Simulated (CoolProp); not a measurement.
Vapour-liquid equilibrium of toluene (1) + o-xylene (2) at 0.351 bar; x and y are mole fractions of (1).

Model: multi-fluid Helmholtz-energy mixture model, Lemmon 2006 and Zhou 2012; pair parameters Bell 2016, in CoolProp.

Problem. Give the bubble temperature and the first vapour's composition at x = 0.25, 0.55, 0.85. Is there an azeotrope?

Solution. x = 0.25: 97.3 °C, y = 0.482; x = 0.55: 87.3 °C, y = 0.783; x = 0.85: 80.1 °C, y = 0.944. No azeotrope shows between x = 0.05 and 0.95.

The pair parameters rest on a limited set of measurements; away from them the model extrapolates. The gap from Raoult's law changes sign with composition, which may be real or a fault of the pair parameters; it wasn't checked against measurements.
